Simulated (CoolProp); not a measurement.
n-octane along the isobar 2.93 MPa: Z from the reference equation and from simpler models built on Tc = 568.7 K, pc = 2.484 MPa, ω = 0.398; each cubic takes its own stable root.

Model: reference Helmholtz-energy equation of state, Beckmüller 2019, in CoolProp.

| T (K) | phase | reference |
|---|---|---|
| 520.7 | liquid | 0.1618 |
| 530.6 | liquid | 0.1645 |
| 540.6 | liquid | 0.1684 |
| 550.5 | liquid | 0.1740 |
| 560.4 | liquid | 0.1829 |
| 570.4 | supercritical | 0.2003 |
| 580.3 | supercritical | 0.2769 |
| 590.2 | supercritical | 0.4500 |
| 600.1 | supercritical | 0.5314 |
| 610.1 | supercritical | 0.5860 |
| 620 | supercritical | 0.6272 |

Task: How far does each simpler model (van der Waals, Redlich-Kwong) lie from the reference over these 11 states: mean and median of the absolute difference, and the worst?

Result: 
- van der Waals: mean 39.7 %, median 53.4 %, worst +67.8 % at 520.7 K and 2.93 MPa
- Redlich-Kwong: mean 18.8 %, median 27.1 %, worst +30.9 % at 560.4 K and 2.93 MPa
